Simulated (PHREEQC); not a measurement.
PHREEQC input (ion-association model, phreeqc.dat):

```
SOLUTION 1
  temp 25
  units mol/kgw
  pH 7 charge
  K 0.12
END
SELECTED_OUTPUT 1
  -reset false
  -pH true
  -pe true
  -ionic_strength true
  -water true
  -totals K Ntg
  -molalities H+ K+ OH-
USER_PUNCH 1
  -headings p_Ntg(g) phi_Ntg(g) p_H2O(g) phi_H2O(g) density
  10 PUNCH PR_P("Ntg(g)"), PR_PHI("Ntg(g)"), PR_P("H2O(g)"), PR_PHI("H2O(g)"), RHO
PRINT
  -reset false
USE solution 1
REACTION_TEMPERATURE 1
  10
GAS_PHASE 1
  -fixed_pressure
  -pressure 30
  -temperature 10
  -volume 20
  Ntg(g) 30
  H2O(g) 0
END
# ... the last block is repeated for the other 8 points of T (°C)
```

Selected output (columns that matter, 9 of 9 rows; T (°C) added in front):

```
T (°C)	pH	mu	K	Ntg	m_H+	m_K+	m_OH-	p_Ntg(g)	phi_Ntg(g)	p_H2O(g)	phi_H2O(g)	density
10	13.477	0.12003	0.12003	0.023548	4.0581e-14	0.12003	0.12003	29.986	0.98309	0.013732	0.91102	1.0073
20	13.109	0.12005	0.12005	0.019931	9.4912e-14	0.12005	0.12005	29.974	0.9865	0.02573	0.91929	1.0056
30	12.777	0.12008	0.12008	0.017413	2.0479e-13	0.12008	0.12008	29.954	0.98947	0.046091	0.92648	1.0029
40	12.475	0.12014	0.12013	0.015646	4.1133e-13	0.12013	0.12013	29.921	0.99207	0.079281	0.93266	0.99938
50	12.201	0.12022	0.12022	0.014411	7.7499e-13	0.12022	0.12022	29.869	0.99435	0.13145	0.93786	0.99516
60	11.953	0.12034	0.12034	0.013566	1.3786e-12	0.12034	0.12034	29.789	0.99636	0.2108	0.94209	0.99032
70	11.727	0.12051	0.12051	0.013016	2.3279e-12	0.12051	0.12051	29.672	0.99813	0.32795	0.94532	0.9849
80	11.522	0.12076	0.12076	0.012696	3.7494e-12	0.12076	0.12076	29.504	0.99971	0.4963	0.94753	0.97897
90	11.336	0.1211	0.1211	0.01256	5.7824e-12	0.1211	0.1211	29.268	1.0011	0.73238	0.94866	0.97256
```

At this temperature some constants are extrapolated from 25 °C, and those without enthalpy data are left unchanged.
